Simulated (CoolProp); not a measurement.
Vapour-liquid equilibrium of R113 (1) + acetone (2) at 25.3 kPa; x and y are mole fractions of (1).

Computed with CoolProp (multi-fluid Helmholtz-energy mixture model, Marx 1992 and Lemmon 2006; pair parameters Bell 2016).

```csv
x,"bubble temperature, mixture model (°C)","bubble temperature, Raoult's law (°C)","y, mixture model","y, Raoult's law"
0.05,?,20.0,0.167,0.073
0.15,13.6,19.0,0.365,0.209
0.25,?,18.0,0.474,0.333
0.35,10.1,17.0,0.542,0.448
0.45,9.3,16.0,?,0.553
0.55,8.9,15.1,?,0.650
0.65,8.7,14.2,0.675,0.739
0.75,8.7,13.3,?,0.821
0.85,9.1,12.5,0.795,0.897
0.95,10.2,11.7,?,0.967
```

Q: Complete the blanks.

A: 
- 0.05, bubble temperature, mixture model (°C): 17.5
- 0.25, bubble temperature, mixture model (°C): 11.4
- 0.45, y, mixture model: 0.592
- 0.55, y, mixture model: 0.634
- 0.75, y, mixture model: 0.725
- 0.95, y, mixture model: 0.909

The largest gap from Raoult's law is -6.9 K in bubble temperature, at x = 0.35. y crosses x between x = 0.65 and 0.75: the model has an azeotrope there.

The pair parameters rest on a limited set of measurements; away from them the model extrapolates.
